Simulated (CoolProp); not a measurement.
o-xylene along the isobar 1.27 MPa: fugacity coefficient from the reference equation and from simpler models built on Tc = 357.1 °C, pc = 3.737 MPa, ω = 0.312; each cubic takes its own stable root.

Model: reference Helmholtz-energy equation of state, Zhou 2012, in CoolProp.

| T (°C) | phase | reference |
|---|---|---|
| 63.15 | liquid | 0.005198 |
| 103.65 | liquid | 0.02438 |
| 144.25 | liquid | 0.07954 |
| 184.75 | liquid | 0.1989 |
| 225.25 | liquid | 0.4089 |
| 265.75 | liquid | 0.7229 |
| 306.35 | gas | 0.8357 |
| 346.85 | gas | 0.8693 |

Q: How far does each simpler model (van der Waals, Redlich-Kwong, Soave-Redlich-Kwong, Peng-Robinson) lie from the reference over these 8 states: mean and median of the absolute difference, and the worst?

A: 
- van der Waals: mean 506.7 %, median 156.0 %, worst +2391.3 % at 63.15 °C and 1.27 MPa
- Redlich-Kwong: mean 73.1 %, median 53.1 %, worst +218.6 % at 63.15 °C and 1.27 MPa
- Soave-Redlich-Kwong: mean 2.3 %, median 2.1 %, worst +4.1 % at 265.75 °C and 1.27 MPa
- Peng-Robinson: mean 1.0 %, median 1.0 %, worst +1.8 % at 63.15 °C and 1.27 MPa

At some of these states van der Waals, Redlich-Kwong gives the other phase, because its saturation line lies elsewhere.
